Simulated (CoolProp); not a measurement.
Neopentane along the isobar 1.27 MPa: Z from the reference equation and from simpler models built on Tc = 433.7 K, pc = 3.196 MPa, ω = 0.196; each cubic takes its own stable root.

Values from CoolProp's reference Helmholtz-energy equation of state, Lemmon 2006. It is a short technical equation, of lower accuracy than the large ones.

```tsv
T (K)	phase	reference
285.6	liquid	0.06433
301	liquid	0.06277
316.4	liquid	0.06157
331.8	liquid	0.06073
347.3	liquid	0.06031
362.7	liquid	0.06039
378.1	liquid	0.06121
393.5	gas	0.7754
409	gas	0.8099
424.4	gas	0.8363
439.8	gas	0.8575
```

How far does each simpler model (Redlich-Kwong, Soave-Redlich-Kwong, Peng-Robinson) lie from the reference over these 11 states: mean and median of the absolute difference, and the worst?


- Redlich-Kwong: mean 108.8 %, median 8.7 %, worst +1130.8 % at 378.1 K and 1.27 MPa
- Soave-Redlich-Kwong: mean 5.1 %, median 5.8 %, worst +12.1 % at 378.1 K and 1.27 MPa
- Peng-Robinson: mean 3.7 %, median 3.2 %, worst -6.7 % at 285.6 K and 1.27 MPa

At some of these states Redlich-Kwong gives the other phase, because its saturation line lies elsewhere.
